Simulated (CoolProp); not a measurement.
Properties of R1336mzz(E) along the isotherm 136.85 °C.

Values from CoolProp's reference Helmholtz-energy equation of state, Akasaka 2023.

```
p (bar)          phase  density (kg/m³)  cp (kJ/(kg K))  isothermal compressibility (1/MPa)  fugacity coefficient
-------  -------------  ---------------  --------------  ----------------------------------  --------------------
0.132              gas           0.6363          0.9089                               75.88                0.9984
0.25               gas            1.207          0.9095                               40.12                0.9969
0.474              gas            2.294          0.9107                               21.22                0.9942
0.898              gas            4.370          0.9129                               11.26                0.9890
1.7                gas            8.357          0.9173                               6.010                0.9793
3.23               gas            16.20          0.9264                               3.230                0.9608
6.12               gas            31.95          0.9463                               1.780                0.9263
11.6               gas            66.12          0.9986                               1.039                0.8622
22                 gas            159.6           1.253                              0.7744                0.7434
41.7     supercritical            818.8           1.792                              0.1080                0.5082
```
